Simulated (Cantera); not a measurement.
Cantera with NASA thermochemical tables; ideal gases at 1 bar, condensed phases pure. Values are per mole of reaction as written; species without (g) are pure solids or liquids, kept so even where they would boil at 1 bar.

6 HF(g) + 2 BN ⇌ 6 H(g) + 2 BF3(g) + N2(g), with ΔH° = 1173.9 kJ and ΔS° = 316.6 J/K at 300 K.

Question: How far is the shortcut ΔG° ≈ ΔH°(300 K) − T·ΔS°(300 K) from the full temperature-dependent value at 1800, 1900, 2000, 2100, 2200, 2300 K?

Answer: 
```json
[
 {"T (K)": "1800", "shortcut (kJ)": "604.0", "full (kJ)": "533.5", "difference (kJ)": "70.5", "difference in log10 K": "-2.05"},
 {"T (K)": "1900", "shortcut (kJ)": "572.3", "full (kJ)": "494.9", "difference (kJ)": "77.5", "difference in log10 K": "-2.13"},
 {"T (K)": "2000", "shortcut (kJ)": "540.7", "full (kJ)": "456.1", "difference (kJ)": "84.6", "difference in log10 K": "-2.21"},
 {"T (K)": "2100", "shortcut (kJ)": "509.0", "full (kJ)": "417.3", "difference (kJ)": "91.7", "difference in log10 K": "-2.28"},
 {"T (K)": "2200", "shortcut (kJ)": "477.3", "full (kJ)": "378.3", "difference (kJ)": "99.0", "difference in log10 K": "-2.35"},
 {"T (K)": "2300", "shortcut (kJ)": "445.7", "full (kJ)": "339.3", "difference (kJ)": "106.4", "difference in log10 K": "-2.42"}
]
```
The shortcut ignores the heat-capacity change of the reaction.
